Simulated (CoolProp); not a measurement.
CF4 (R14) at 307.55 K and 0.209 MPa flows at 7.1 m/s in a round tube of 10 mm bore and 0.25 µm roughness, fully developed (64/Re and Nu = 3.66 if laminar; Colebrook and Gnielinski if turbulent). Each further row changes one setting.

Values from CoolProp's reference Helmholtz-energy equation of state, Platzer 1990. This equation is an older, rougher fit.

```tsv
case	Reynolds number	Darcy friction factor	pressure drop (Pa/m)	heat-transfer coefficient (W/(m² K))	mass flow (kg/h)
as stated	28900	0.0237	434	119	14.5
velocity 14.2 m/s	57900	0.0203	1480	206	29.1
diameter 20 mm	57900	0.0203	185	103	58.2
```

Viscosity comes from a separate model (Huber 2003), an estimate that may be off by 10 % or more. Thermal conductivity comes from a separate model (Huber 2003), an estimate that may be off by 10 % or more.
